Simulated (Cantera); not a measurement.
A perfectly stirred reactor is fed with CH4 : C2H6 : O2 : N2 : CO2 = 1 : 0.035 : 3.37 : 12.7 : 1.8 (molar parts), equivalence ratio 0.63, at 2.30 bar; it is adiabatic with a 598 K inlet, and is followed from long to short residence time, starting on the burning branch (τ in s: 0.03, 0.013, 0.0059, 0.0026, 0.0012, 0.00051, 0.00023, 0.0001, 4.4e-05, 2e-05).

Computed with Cantera and GRI-Mech 3.0 (53 species, 325 reactions).

x: mole fraction; the columns are a selection and need not sum to one.

```tsv
τ (s)	T (K)	x CH4	x C2H6	x O2	x CH2O	x HCN	x NO	x C2H2
0.030	1771	1.80e-5	1.51e-7	0.0661	2.15e-6	6.76e-9	9.39e-6	3.02e-7
0.013	1765	3.13e-5	2.75e-7	0.0663	3.86e-6	9.39e-9	8.58e-6	4.06e-7
0.0059	1756	___	___	0.0666	___	___	___	___
0.0026	1742	9.26e-5	8.50e-7	0.0673	1.19e-5	1.93e-8	6.49e-6	6.07e-7
0.0012	1720	0.000162	1.50e-6	0.0684	2.08e-5	2.94e-8	5.35e-6	6.87e-7
0.00051	1682	0.000326	3.00e-6	0.0706	4.03e-5	4.94e-8	4.10e-6	7.82e-7
0.00023	1621	0.000767	7.13e-6	0.0749	8.61e-5	8.23e-8	2.52e-6	1.06e-6
0.00010	598	0.0529	0.00185	0.178	<1e-12	<1e-12	<1e-12	<1e-12
4.4e-5	598	0.0529	0.00185	0.178	<1e-12	<1e-12	<1e-12	<1e-12
2.0e-5	598	0.0529	0.00185	0.178	<1e-12	<1e-12	<1e-12	<1e-12
```

Q: Fill in the missing entries.

A: 
- 0.0059, x CH4: 5.29e-5
- 0.0059, x C2H6: 4.77e-7
- 0.0059, x CH2O: 6.70e-6
- 0.0059, x HCN: 1.31e-8
- 0.0059, x NO: 7.67e-6
- 0.0059, x C2H2: 5.08e-7
